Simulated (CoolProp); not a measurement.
Ethanol at 473.83 K and 4.35 MPa flows at 0.14 m/s in a round tube of 10 mm bore and 1.5 µm roughness, fully developed (64/Re and Nu = 3.66 if laminar; Colebrook and Gnielinski if turbulent). Each further row changes one setting.

The numbers come from the reference Helmholtz-energy equation of state, Schroeder 2014 in CoolProp.

```
case               Reynolds number  Darcy friction factor  pressure drop (Pa/m)  heat-transfer coefficient (W/(m² K))  mass flow (kg/h)
-----------------  ---------------  ---------------------  --------------------  ------------------------------------  ----------------
as stated                     8300                      …                     …                                   662              22.3
velocity 0.28 m/s            16600                 0.0274                  60.4                                  1240                 …
diameter 20 mm               16600                 0.0273                  7.52                                     …              89.1
```

Complete the blanks.


- as stated, Darcy friction factor: 0.0327
- as stated, pressure drop (Pa/m): 18.0
- velocity 0.28 m/s, mass flow (kg/h): 44.5
- diameter 20 mm, heat-transfer coefficient (W/(m² K)): 616

Viscosity comes from a separate model (Kiselev 2005). Thermal conductivity comes from a separate model (Assael 2013).
